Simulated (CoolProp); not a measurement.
R21 at several states: fugacity coefficient from the reference equation and from simpler models built on Tc = 452.7 K, pc = 5.289 MPa, ω = 0.206; each cubic takes its own stable root.

The numbers come from the reference Helmholtz-energy equation of state, Platzer 1990 in CoolProp. This equation is an older, rougher fit; its heat capacities, sound speeds and derivatives of the liquid may be far off and weren't checked against measurements.

```tsv
T (K)	p (MPa)	phase	reference
374	19.8	liquid	0.09427
420	1.12	gas	0.9077
406.1	7.09	liquid	0.3074
```

Question: How far does each simpler model (van der Waals, Redlich-Kwong, Soave-Redlich-Kwong, Peng-Robinson) lie from the reference over these 3 states: mean and median of the absolute difference, and the worst?

Answer: 
- van der Waals: mean 48.0 %, median 37.1 %, worst +105.0 % at 374 K and 19.8 MPa
- Redlich-Kwong: mean 12.2 %, median 12.0 %, worst +24.3 % at 374 K and 19.8 MPa
- Soave-Redlich-Kwong: mean 3.3 %, median 3.8 %, worst +6.0 % at 374 K and 19.8 MPa
- Peng-Robinson: mean 1.2 %, median 0.7 %, worst -2.4 % at 374 K and 19.8 MPa
